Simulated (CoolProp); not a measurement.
Vapour-liquid equilibrium of R113 (1) + n-hexane (2) at 439 K; x and y are mole fractions of (1).

The numbers come from the multi-fluid Helmholtz-energy mixture model, Marx 1992 and Thol 2019; pair parameters Bell 2016 in CoolProp.

| x | bubble pressure, mixture model (kPa) | bubble pressure, Raoult's law (kPa) | y, mixture model | y, Raoult's law |
|---|---|---|---|---|
| 0.05 | [?] | 1045 | 0.077 | 0.077 |
| 0.2 | 1175 | 1134 | 0.273 | 0.284 |
| 0.35 | [?] | 1223 | 0.435 | 0.460 |
| 0.5 | 1371 | 1312 | [?] | 0.613 |
| 0.65 | [?] | 1401 | [?] | 0.746 |
| 0.8 | 1526 | 1490 | [?] | 0.864 |
| 0.95 | 1589 | 1579 | [?] | 0.968 |

Task: Complete the blanks.

Result: 
- 0.05, bubble pressure, mixture model (kPa): 1057
- 0.35, bubble pressure, mixture model (kPa): 1279
- 0.5, y, mixture model: 0.576
- 0.65, bubble pressure, mixture model (kPa): 1453
- 0.65, y, mixture model: 0.706
- 0.8, y, mixture model: 0.832
- 0.95, y, mixture model: 0.957

The largest gap from Raoult's law is +4.6 % in bubble pressure, at x = 0.35. No azeotrope shows between x = 0.05 and 0.95.

Pair parameters are fitted to limited data, so mixtures are less certain than the pure fluids.
